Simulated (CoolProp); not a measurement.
The fluid at 389.78 K and 0.472 MPa is compressed adiabatically to 2.7 MPa with isentropic efficiency 0.75. The same conditions are run with several fluids, on thermodynamics alone (safety and materials aside).

Values from CoolProp's reference Helmholtz-energy equation of state of each fluid (propane: Lemmon 2009; R115: Lemmon 2016; R152A: Outcalt 1996).

| fluid | work (kJ/kg) | final temperature (K) | final density (kg/m³) |
|---|---|---|---|
| propane | 174 | 476.8 | 33.2 |
| R115 | 48.0 | 456.2 | 125 |
| R152A | 117 | 489.4 | 48.4 |
